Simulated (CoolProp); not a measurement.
Model: reference Helmholtz-energy equation of state, Gao 2016, in CoolProp.

### Question
Give the vapour pressure (MPa), liquid density (kg/m³), vapour density (kg/m³), enthalpy of vaporisation (kJ/kg) of saturated sulfur dioxide at 125.95 °C.

### Answer
```csv
T (°C),p (MPa),liquid density (kg/m³),vapour density (kg/m³),enthalpy of vaporisation (kJ/kg)
125.95,4.59,982,141,201
```
